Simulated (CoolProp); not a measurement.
C3F8 (R218) along the isotherm 29.75 °C: Z from the reference equation and from simpler models built on Tc = 71.9 °C, pc = 2640 kPa, ω = 0.317; each cubic takes its own stable root.

Computed with CoolProp (reference Helmholtz-energy equation of state, Lemmon 2006). It is a short technical equation, of lower accuracy than the large ones.

```tsv
p (kPa)	phase	reference	van der Waals	Redlich-Kwong	Soave-Redlich-Kwong	Peng-Robinson
1020	liquid	0.05879	0.8123	0.7688	0.06555	0.05776
2030	liquid	…	…	0.1342	0.1266	0.1119
3050	liquid	0.1710	0.2633	0.1950	0.1857	0.1643
4060	liquid	0.2252	0.3392	0.2527	0.2422	0.2147
5080	liquid	0.2790	0.4138	0.3092	0.2978	0.2643
6090	liquid	0.3316	0.4860	0.3637	0.3516	0.3123
7110	liquid	0.3840	…	0.4176	0.4049	0.3599
8120	liquid	0.4353	…	0.4699	…	0.4063
9140	liquid	0.4866	0.6969	0.5219	0.5083	0.4525
10200	liquid	0.5395	0.7683	0.5752	0.5612	0.4999
11200	liquid	0.5888	0.8349	0.6247	0.6105	0.5441
12200	liquid	0.6378	…	0.6737	0.6592	0.5878
13200	liquid	…	0.9662	0.7222	0.7075	0.6311
```

Complete the blanks.


- 2030, reference: 0.1153
- 2030, van der Waals: 0.1837
- 7110, van der Waals: 0.5576
- 8120, van der Waals: 0.6274
- 8120, Soave-Redlich-Kwong: 0.4568
- 12200, van der Waals: 0.9008
- 13200, reference: 0.6865

At some of these states van der Waals, Redlich-Kwong gives the other phase, because its saturation line lies elsewhere.
